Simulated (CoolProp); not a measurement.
The numbers come from the reference Helmholtz-energy equation of state, Lemmon 2003 in CoolProp. It is a pseudo-pure fit of the blend.

Question: For R404A, give the phase and the cp (kJ/(kg K)), Joule-Thomson coefficient (K/MPa), Prandtl number at 105.25 °C and 725 kPa; 145.75 °C and 725 kPa; 186.35 °C and 725 kPa.

Answer: 
- 105.25 °C and 725 kPa: gas; cp 1.04, Joule-Thomson coefficient 8.37, Prandtl number 0.805
- 145.75 °C and 725 kPa: gas; cp 1.09, Joule-Thomson coefficient 6.17, Prandtl number 0.810
- 186.35 °C and 725 kPa: gas; cp 1.14, Joule-Thomson coefficient 4.74, Prandtl number 0.820

Viscosity comes from a separate model (Geller 2000). Thermal conductivity comes from a separate model (Geller 2001).
